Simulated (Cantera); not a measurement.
An isothermal, constant-pressure homogeneous reactor starts with H₂ : O₂ = 0.0065 : 1 (molar parts), equivalence ratio 0.0032, at 1375 K and 1.20 Torr.

Cantera simulation using the H2/O2 subset of GRI-Mech 3.0, which has no nitrogen chemistry; the numbers are that mechanism's predictions, not measurements. Radical loss at walls, strong at low pressure, is not modelled.

Problem. Predict: x(H₂) at 5.00 s; x(O₂) at 5.00 s; x(HO₂) at 5.00 s; x(OH) at 5.00 s; x(H₂O) at 5.00 s; x(H) at 5.00 s; x(O) at 5.00 s.

Solution. x(H₂) at 5.00 s: 1.52e-5 (gas-phase equilibrium 4.99e-8)
x(O₂) at 5.00 s: 0.988 (gas-phase equilibrium 0.993)
x(HO₂) at 5.00 s: 3.40e-8 (gas-phase equilibrium 1.20e-8)
x(OH) at 5.00 s: 0.000780 (gas-phase equilibrium 4.49e-5)
x(H₂O) at 5.00 s: 0.00600 (gas-phase equilibrium 0.00646)
x(H) at 5.00 s: 0.000110 (gas-phase equilibrium 1.93e-8)
x(O) at 5.00 s: 0.00520 (gas-phase equilibrium 1.60e-5)
